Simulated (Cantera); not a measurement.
An isothermal, constant-pressure homogeneous reactor starts with CH4 : H2 : CO2 = 0.019 : 1 : 0.011 (molar parts), at 1275 K and 75.0 Torr. Integrator tolerance rtol = 1e-08.

Detailed kinetics in Cantera: GRI-Mech 3.0 (53 species, 325 reactions). GRI-Mech 3.0 stops at C3 and has no aromatics, soot or wall deposition, so with more carbon than oxygen in the feed, carbon stays in small species such as C2H2 where larger ones or solid carbon would form.

### Question
What does this change do: temperature 1275 to 2950 K?

### Answer
```csv
quantity,before,after
x(CH4) at 4.00 s,0.0184 (gas-phase equilibrium 0.00753),9.45e-7 (gas-phase equilibrium 9.54e-7)
x(H2) at 4.00 s,0.970 (gas-phase equilibrium 0.972),0.636 (gas-phase equilibrium 0.636)
x(CO2) at 4.00 s,0.0102 (gas-phase equilibrium 3.47e-8),1.32e-10 (gas-phase equilibrium 1.33e-10)
x(C2H) at 4.00 s,<1e-12 (gas-phase equilibrium <1e-12),0.000243 (gas-phase equilibrium 0.000243)
x(H) at 4.00 s,2.12e-6 (gas-phase equilibrium 2.31e-6),0.343 (gas-phase equilibrium 0.343)
x(CH2O) at 4.00 s,8.40e-11 (gas-phase equilibrium 9.62e-10),4.42e-10 (gas-phase equilibrium 4.42e-10)
x(CH3) at 4.00 s,7.85e-7 (gas-phase equilibrium 3.50e-7),8.14e-6 (gas-phase equilibrium 8.22e-6)
```
